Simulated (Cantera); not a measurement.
Input (Python, Cantera) and output of one run.

```python
import numpy as np
import cantera as ct

gas_names = """
    CL CL2 H HCL H2 N NH NH2 NH3 N2 N2H2 N2H4 Si SiCL SiCL2 SiCL3 SiCL4 SiH SiHCL3 SiH2 SiH2CL2 SiH3
    SiH3CL SiH4 SiN Si2 Si2N Si3
""".split()
cond_names = """
    NH4CL(a) NH4CL(b) Si(cr) Si(L) Si3N4(a)
""".split()


def load(file, names, dense=False):
    # The tables refer to 1 bar. Condensed volumes are neglected.
    table = {s.name: s for s in ct.Species.list_from_file(file)}
    out = []
    for n in names:
        d = dict(table[n].input_data)
        d["thermo"] = dict(d["thermo"], **{"reference-pressure": 1e5})
        if dense:
            d["equation-of-state"] = {"model": "constant-volume", "density": "1e6 g/cm^3"}
        out.append(ct.Species.from_dict(d))
    return out


gas = ct.Solution(thermo="ideal-gas", species=load("nasa_gas.yaml", gas_names))
cond = {s.name: ct.Solution(thermo="fixed-stoichiometry", species=[s], name=s.name)
        for s in load("nasa_condensed.yaml", cond_names, dense=True)}
atoms = {
    'SiCl4': {'Si': 1, 'CL': 4},
    'NH3': {'N': 1, 'H': 3},
    'N2': {'N': 2},
}
top_T = {'Si3N4(a)': 2400}  # K; cautious upper limits of use, not melting points


def equilibrate(T, P, feed):
    n = {}
    for name, mol in feed.items():
        for a, k in atoms[name].items():
            n[a] = n.get(a, 0.0) + k * mol
    gas.TPX = T, P, n
    mass = sum(n.values()) * gas.mean_molecular_weight
    gas.equilibrate("TP")
    valid = [c for c in cond.values() if c.min_temp <= T <= top_T.get(c.name, c.max_temp)]
    mix = ct.Mixture([(gas, mass / gas.mean_molecular_weight)] + [(c, 0.0) for c in valid])
    mix.T, mix.P = T, P
    mix.equilibrate("TP", solver="vcs", rtol=1e-11, max_steps=5000)
    return mix


results = []
T = 1025  # K
P = 300  # Pa
for m in [3.5, 4.4, 5.6, 7.1, 9, 11, 15, 18, 23, 30, 38, 48]:
    feed = {'SiCl4': 1, 'NH3': m, 'N2': 5.3}  # mol
    mix = equilibrate(T, P, feed)
    results.append((T, P, feed, dict(zip(mix.species_names, mix.species_moles))))
    x = sorted(zip(gas.X, gas.species_names), reverse=True)
    print(f"T = {T:g} K  P = {P:g} Pa  n(NH3) = {m:g} mol  gas = {mix.phase_moles(0):.4g} mol")
    print("   x: " + "  ".join(f"{s} {v:.3e}" for v, s in x if v > 0.0001))
    print("   condensed (mol): " + ("  ".join(f"{mix.phase(i).name} {mix.phase_moles(i):.4g}"
          for i in range(1, mix.n_phases) if mix.phase_moles(i) > 1e-12) or "none"))
```

Output:

```
T = 1025 K  P = 300 Pa  n(NH3) = 3.5 mol  gas = 13.61 mol
   x: N2 4.729e-01  HCL 2.713e-01  H2 2.502e-01  SiCL4 5.607e-03
   condensed (mol): Si3N4(a) 0.3075
T = 1025 K  P = 300 Pa  n(NH3) = 4.4 mol  gas = 15.42 mol
   x: N2 4.451e-01  H2 3.039e-01  HCL 2.482e-01  SiCL4 2.771e-03
   condensed (mol): Si3N4(a) 0.3188
T = 1025 K  P = 300 Pa  n(NH3) = 5.6 mol  gas = 17.83 mol
   x: N2 4.178e-01  H2 3.616e-01  HCL 2.193e-01  SiCL4 1.246e-03
   condensed (mol): Si3N4(a) 0.3257
T = 1025 K  P = 300 Pa  n(NH3) = 7.1 mol  gas = 20.83 mol
   x: H2 4.164e-01  N2 3.933e-01  HCL 1.898e-01  SiCL4 5.484e-04
   condensed (mol): Si3N4(a) 0.3294
T = 1025 K  P = 300 Pa  n(NH3) = 9 mol  gas = 24.63 mol
   x: H2 4.674e-01  N2 3.710e-01  HCL 1.614e-01  SiCL4 2.368e-04
   condensed (mol): Si3N4(a) 0.3313
T = 1025 K  P = 300 Pa  n(NH3) = 11 mol  gas = 28.63 mol
   x: H2 5.067e-01  N2 3.540e-01  HCL 1.392e-01  SiCL4 1.151e-04
   condensed (mol): Si3N4(a) 0.3322
T = 1025 K  P = 300 Pa  n(NH3) = 15 mol  gas = 36.63 mol
   x: H2 5.597e-01  N2 3.312e-01  HCL 1.090e-01
   condensed (mol): Si3N4(a) 0.3328
T = 1025 K  P = 300 Pa  n(NH3) = 18 mol  gas = 42.63 mol
   x: H2 5.864e-01  N2 3.198e-01  HCL 9.374e-02
   condensed (mol): Si3N4(a) 0.333
T = 1025 K  P = 300 Pa  n(NH3) = 23 mol  gas = 52.63 mol
   x: H2 6.175e-01  N2 3.065e-01  HCL 7.596e-02
   condensed (mol): Si3N4(a) 0.3332
T = 1025 K  P = 300 Pa  n(NH3) = 30 mol  gas = 66.63 mol
   x: H2 6.453e-01  N2 2.946e-01  HCL 6.002e-02
   condensed (mol): Si3N4(a) 0.3333
T = 1025 K  P = 300 Pa  n(NH3) = 38 mol  gas = 82.63 mol
   x: H2 6.656e-01  N2 2.860e-01  HCL 4.840e-02
   condensed (mol): Si3N4(a) 0.3333
T = 1025 K  P = 300 Pa  n(NH3) = 48 mol  gas = 102.6 mol
   x: H2 6.820e-01  N2 2.790e-01  HCL 3.897e-02
   condensed (mol): Si3N4(a) 0.3333
```

These are equilibrium values from Cantera (NASA tables, ideal gas, pure condensed phases), not measurements of a reactor. The tables' values for SiCl3 are old estimates; treat these amounts as uncertain.
